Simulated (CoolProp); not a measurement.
Vapour-liquid equilibrium of propane (1) + dimethyl ether (2) at 420 kPa; x and y are mole fractions of (1).

The numbers come from the multi-fluid Helmholtz-energy mixture model, Lemmon 2009 and Wu 2011; pair parameters Bell 2016 in CoolProp.

| x | bubble temperature (K) | y at the bubble point | dew temperature at overall composition x (K) | liquid density (mol/L) |
|---|---|---|---|---|
| 0.05 | 284.2 | 0.119 | 285.7 | 14.62 |
| 0.15 | 280.0 | 0.296 | 283.4 | 14.35 |
| 0.25 | 276.9 | 0.421 | 281.1 | 14.07 |
| 0.35 | 274.7 | 0.516 | 278.7 | 13.77 |
| 0.45 | 273.0 | 0.594 | 276.2 | 13.49 |
| 0.55 | 271.7 | 0.662 | 273.9 | 13.21 |
| 0.65 | 270.7 | 0.727 | 271.9 | 12.94 |
| 0.75 | 269.9 | 0.794 | 270.4 | 12.68 |
| 0.85 | 269.4 | 0.866 | 269.5 | 12.44 |
| 0.95 | 269.2 | 0.951 | 269.2 | 12.22 |

No azeotrope shows between x = 0.05 and 0.95.

Pair parameters are fitted to limited data, so mixtures are less certain than the pure fluids.
